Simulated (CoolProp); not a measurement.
The numbers come from the reference Helmholtz-energy equation of state, Lemmon 2006 in CoolProp. It is a short technical equation, of lower accuracy than the large ones.

Task: For C2F6 (R116), give the phase and the cv (kJ/(kg K)), Joule-Thomson coefficient (K/MPa), viscosity (µPa s), Prandtl number at 425 K and 10.2 MPa; 425 K and 20.3 MPa.

Result: 
- 425 K and 10.2 MPa: supercritical; cv 0.909, Joule-Thomson coefficient 2.18, viscosity 36.1, Prandtl number 1.29
- 425 K and 20.3 MPa: supercritical; cv 0.914, Joule-Thomson coefficient 0.561, viscosity 65.0, Prandtl number 1.78

Viscosity comes from a separate model (Huber 2003), an estimate that may be off by 10 % or more. Thermal conductivity comes from a separate model (Huber 2003), an estimate that may be off by 10 % or more.
